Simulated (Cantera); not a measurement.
A closed system holds: 1 mol SiCl4, 2.3 mol Cl2, a varied amount of H2, equilibrated at 1100 °C and 7.80 bar.

Cantera equilibrium calculation (NASA polynomials, part measured and part estimated; ideal gas, pure solids and liquids). Candidate condensed phases: Si; 19 gas species. Equilibrium is a limit: real reactors are often held back by kinetics, nucleation or transport.

Question: At 0.88 mol H2, list the 4 most abundant gas species with their mole fractions, and the condensed phases.

Answer: HCl 0.420, Cl2 0.337, SiCl4 0.239, Cl 0.00478. Condensed: gas only.
